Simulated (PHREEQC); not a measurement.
A solution holds 0.14 mol/kgw HNO3, 9.6e-05 mol/kgw KNO3 and 0.00026 mol/kgw CuSO4, at 61 °C. Closed to the air; pH follows from the charge balance.

All values are PHREEQC results (ion-association model, phreeqc.dat), not measurements.

Precipitation was switched off in this run.

Q: What pH, density does the model give?

A: pH 0.95; density 0.987 g/cm³.

Q: In which forms is S present?

A: HSO4- 92 %, SO4-2 8.4 % of the S.

At this temperature some constants are extrapolated from 25 °C, and those without enthalpy data are left unchanged.
